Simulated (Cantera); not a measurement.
A closed system holds: 1 mol SiHCl3, 0.019 mol HCl, 61 mol N2, at 1600 K and 11.0 mbar.

These are equilibrium values from Cantera (NASA tables, ideal gas, pure condensed phases), not measurements of a reactor. Candidate condensed phases: NH4Cl, Si, Si3N4; 28 gas species. The tables' values for SiCl3 are old estimates; treat these amounts as uncertain. Equilibrium is a limit: real reactors are often held back by kinetics, nucleation or transport.

Base state: N2 0.969, SiCl2 0.0146, HCl 0.0145, SiCl3 0.00106, H2 0.000818, Cl 0.000208, SiCl4 0.000191, H 1.48e-5 (mole fractions); condensed: gas only.

Q: What changes in the equilibrium state with this change: temperature from 1600 K to 1025 K?

A: 
```
species          before    after
-------------  --------  -------
N2                0.969    0.976
HCl              0.0145   0.0151
SiCl4          0.000191  0.00833
SiCl2            0.0146  1.80e-6
H               1.48e-5  1.04e-9
Cl             0.000208  2.32e-8
Si3N4(s), mol         0    0.160
```
N2 is the only nitrogen source here; it is nearly inert below about 1500 K, so the nitride shown seldom forms there in practice.
